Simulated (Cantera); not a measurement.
## Equilibrium for aluminium and copper etching: Al + Br₂

Feed: 1 mol Al, a varied amount of Br₂, at 1423 K and 0.100 bar.

Equilibrium computed with Cantera from the NASA thermochemical tables; the gas is ideal and each condensed phase is pure. Candidate condensed phases: Al, AlBr₃, Br₂; 7 gas species. Rates play no part.

```tsv
n(Br₂) (mol)	log p AlBr₃	log p AlBr	log p Br	log p Br₂	n Al(l)
0.49	-1.55	-1.14	-5.88	-10.34	0.373
0.77	-1.55	-1.14	-5.88	-10.34	0.0142
1	-1.30	-1.30	-5.68	-9.93	0
1.3	-1.10	-1.70	-5.38	-9.33	0
1.6	-1.07	-8.50	-1.96	-2.50	0
1.9	-1.20	-9.27	-1.64	-1.86	0
2.2	-1.30	-9.56	-1.55	-1.67	0
2.4	-1.35	-9.68	-1.51	-1.61	0
2.7	-1.42	-9.82	-1.48	-1.54	0
```
log p: log10 of the partial pressure in bar; n: condensed amount in mol.

From 0.49 mol Br₂ to 0.77 mol Br₂ the condensed part is Al(l). From 1 mol Br₂ to 2.7 mol Br₂ nothing is condensed. The main Al-bearing gas is AlBr at 0.49 mol Br₂ and AlBr₃ at 2.7 mol Br₂.
